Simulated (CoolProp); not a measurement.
Computed with CoolProp (reference Helmholtz-energy equation of state, Thol 2018).

Q: For hydrogen chloride, give the phase and the speed of sound (m/s), isothermal compressibility (1/MPa), expansivity (1/kK) at 416.8 K and 6.02 MPa.

A: 
- 416.8 K and 6.02 MPa: gas; speed of sound 347, isothermal compressibility 0.189, expansivity 3.61
